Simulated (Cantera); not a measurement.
An isothermal, constant-pressure homogeneous reactor starts with H2 : O2 = 0.34 : 1 (molar parts), equivalence ratio 0.17, at 1400 K and 10.00 Torr. Integrator tolerance rtol = 1e-08.

Computed with Cantera and the H2/O2 subset of GRI-Mech 3.0, which has no nitrogen chemistry. Radical loss at walls, strong at low pressure, is not modelled. The temperature is held fixed by assumption; the heat of reaction is taken as removed at once.

**Question.** What does this change do: pressure from 10.00 Torr to 1.28 Torr?

**Answer.** 
| quantity | before | after |
|---|---|---|
| x(H2) at 2.00 s | 3.61e-6 (gas-phase equilibrium 1.36e-6) | 0.00363 (gas-phase equilibrium 3.80e-6) |
| x(O2) at 2.00 s | 0.709 (gas-phase equilibrium 0.709) | 0.687 (gas-phase equilibrium 0.709) |
| x(H2O2) at 2.00 s | 5.39e-9 (gas-phase equilibrium 3.16e-9) | 3.31e-8 (gas-phase equilibrium 1.13e-9) |
| x(H) at 2.00 s | 2.13e-7 (gas-phase equilibrium 4.94e-8) | 0.00714 (gas-phase equilibrium 2.32e-7) |
| x(H2O) at 2.00 s | 0.290 (gas-phase equilibrium 0.290) | 0.272 (gas-phase equilibrium 0.290) |
| x(O) at 2.00 s | 1.84e-5 (gas-phase equilibrium 6.95e-6) | 0.0191 (gas-phase equilibrium 1.95e-5) |
